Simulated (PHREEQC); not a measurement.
Solution (25 °C): 0.03 mol/kgw CuSO4, 0.19 mol/kgw HNO3 and 0.0064 mol/kgw Na2SO4. Closed to the air; pH follows from the charge balance.

Computed with PHREEQC (ion-association model, phreeqc.dat).

```tsv
quantity	before	after
pH	0.89	1.69
HSO4- (mol/kgw)	0.0275	0.0132
Cu+2 (mol/kgw)	0.0274	0.0216
SO4-2 (mol/kgw)	0.00618	0.0145
CuSO4 (mol/kgw)	0.00259	0.00844
```

Task: Which change was made?
A) Na2SO4 left out
B) Na2SO4 from 0.0064 to 0.00576 mol/kgw
C) HNO3 from 0.19 to 0.038 mol/kgw
D) Na2SO4 from 0.0064 to 0.00704 mol/kgw
E) Na2SO4 replaced by ZnSO4 at the same molality

Result: C, HNO3 from 0.19 to 0.038 mol/kgw

Precipitation was switched off in this run.
